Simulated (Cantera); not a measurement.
# Low-pressure radical oxidation in H2/O2

A perfectly stirred reactor is fed with 3.75 % H2, 96.2 % O2, at 0.00140 bar; it is held at 1150 K, and followed from long to short residence time.

Model: GRI-Mech 3.0 (53 species, 325 reactions), integrated in Cantera. Radical loss at walls, strong at low pressure, is not modelled. The temperature is held fixed by assumption; the heat of reaction is taken as removed at once.

```csv
τ (s),x H2,x O2,x H2O2,x HO2,x OH
1.0,0.000621,0.938,7.98e-9,3.41e-7,0.00217
0.48,0.000855,0.936,8.52e-9,3.56e-7,0.00238
0.23,0.00127,0.935,9.68e-9,3.71e-7,0.00262
0.11,0.00204,0.935,1.18e-8,3.87e-7,0.00296
0.055,0.00338,0.936,1.50e-8,4.01e-7,0.00337
0.027,0.00585,0.938,1.94e-8,4.11e-7,0.00383
0.013,0.0103,0.942,2.37e-8,4.06e-7,0.00414
0.0063,0.0178,0.948,2.38e-8,3.77e-7,0.00388
0.0030,0.0296,0.956,1.01e-8,3.00e-7,0.00211
```
x: mole fraction; the columns are a selection and need not sum to one.
